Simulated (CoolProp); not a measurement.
Vapour-liquid equilibrium of propane (1) + dimethyl ether (2) at 1.63 bar; x and y are mole fractions of (1).

The numbers come from the multi-fluid Helmholtz-energy mixture model, Lemmon 2009 and Wu 2011; pair parameters Bell 2016 in CoolProp.

```tsv
x	bubble temperature, mixture model (°C)	bubble temperature, Raoult's law (°C)	y, mixture model	y, Raoult's law
0.05	?	-14.4	0.148	0.091
0.125	?	-16.0	0.307	0.216
0.2	-22.1	-17.6	?	0.327
0.275	?	-19.1	0.501	0.426
0.35	-25.6	-20.5	0.566	0.515
0.425	-26.8	-21.9	0.619	0.595
0.5	-27.7	-23.2	0.666	0.667
0.575	-28.5	-24.5	?	0.732
0.65	-29.2	-25.7	0.752	0.791
0.725	-29.7	-26.8	0.795	0.844
0.8	-30.2	-28.0	?	0.892
0.875	-30.5	-29.0	0.893	0.936
0.95	?	-30.1	0.953	0.975
```

Task: Complete the blanks.

Result: 
- 0.05, bubble temperature, mixture model (°C): -16.2
- 0.125, bubble temperature, mixture model (°C): -19.6
- 0.2, y, mixture model: 0.418
- 0.275, bubble temperature, mixture model (°C): -24.1
- 0.575, y, mixture model: 0.710
- 0.8, y, mixture model: 0.841
- 0.95, bubble temperature, mixture model (°C): -30.7

The largest gap from Raoult's law is -5.1 K in bubble temperature, at x = 0.35. No azeotrope shows between x = 0.05 and 0.95.

The pair parameters rest on a limited set of measurements; away from them the model extrapolates.
